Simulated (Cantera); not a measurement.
Cantera run, input and output.

```python
import numpy as np
import cantera as ct

gas = ct.Solution("gri30.yaml")
gas.TPX = 700, 1000000, {'CH4': 1, 'O2': 1.33, 'N2': 5.01, 'H2O': 1.7}
flame = ct.FreeFlame(gas, width=0.008)
flame.set_refine_criteria(ratio=3, slope=0.08, curve=0.16)
flame.transport_model = "mixture-averaged"
flame.solve(loglevel=0, auto=True)
z, T = flame.grid, flame.T
thick = (T[-1] - T[0]) / np.gradient(T, z).max()
show = ['CH4', 'O2', 'H2O', 'OH', 'H2O2', 'C2H6']
print(f"laminar burning velocity  {flame.velocity[0] * 100:.3f} cm/s")
print(f"burnt temperature         {T[-1]:.1f} K")
print(f"thermal thickness         {thick * 1e3:.4f} mm")
print(f"grid points               {len(z)}")
z0 = z[flame.heat_release_rate.argmax()]
print(f"{'z/mm':>9s}{'T/K':>9s}{'u/(m/s)':>9s}" + "".join(f"{s:>11s}" for s in show))
rows = []
for k in (-3, -2, -1.5, -1, -0.5, -0.25, 0, 0.25, 0.5, 1, 2, 4, 8):
    zz = z0 + k * thick
    rows.append([k * thick, np.interp(zz, z, T), np.interp(zz, z, flame.velocity),
                 *(np.interp(zz, z, flame.X[gas.species_index(s)]) for s in show)])
    print(f"{rows[-1][0] * 1e3:9.3f}{rows[-1][1]:9.1f}{rows[-1][2]:9.3f}" + "".join(f"{x:11.3e}" for x in rows[-1][3:]))
```

It prints:

```
laminar burning velocity  17.952 cm/s
burnt temperature         1921.7 K
thermal thickness         0.2186 mm
grid points               126
     z/mm      T/K  u/(m/s)        CH4         O2        H2O         OH       H2O2       C2H6
   -0.656    701.1    0.180  1.101e-01  1.465e-01  1.876e-01  2.018e-14  1.991e-07  1.381e-07
   -0.437    709.9    0.183  1.088e-01  1.452e-01  1.883e-01  1.146e-12  1.875e-06  2.108e-06
   -0.328    733.4    0.191  1.064e-01  1.428e-01  1.911e-01  1.784e-11  6.784e-06  1.052e-05
   -0.219    832.3    0.218  9.801e-02  1.336e-01  2.036e-01  1.127e-09  2.940e-05  7.391e-05
   -0.109   1175.2    0.313  7.040e-02  9.766e-02  2.450e-01  9.454e-07  7.064e-05  5.175e-04
   -0.055   1469.0    0.396  4.552e-02  6.262e-02  2.798e-01  1.067e-05  1.327e-05  9.239e-04
    0.000   1731.8    0.470  2.326e-02  2.876e-02  3.099e-01  5.054e-05  3.692e-06  5.406e-04
    0.055   1868.8    0.509  1.281e-02  1.078e-02  3.230e-01  8.503e-05  1.227e-06  1.328e-04
    0.109   1920.3    0.523  9.119e-03  4.249e-03  3.255e-01  7.799e-05  3.838e-07  4.073e-05
    0.219   1945.9    0.530  6.601e-03  9.053e-04  3.232e-01  5.501e-05  6.082e-08  1.037e-05
    0.437   1947.6    0.531  4.761e-03  7.069e-05  3.176e-01  4.161e-05  4.619e-09  3.490e-06
    0.875   1941.1    0.531  3.269e-03  9.904e-07  3.114e-01  3.590e-05  4.406e-10  1.424e-06
    1.749   1933.7    0.531  2.067e-03  4.538e-08  3.062e-01  3.160e-05  3.144e-10  5.143e-07
```

Computed with Cantera and GRI-Mech 3.0 (53 species, 325 reactions). Burning velocities carry a grid error of a few per cent, more on coarse grids.
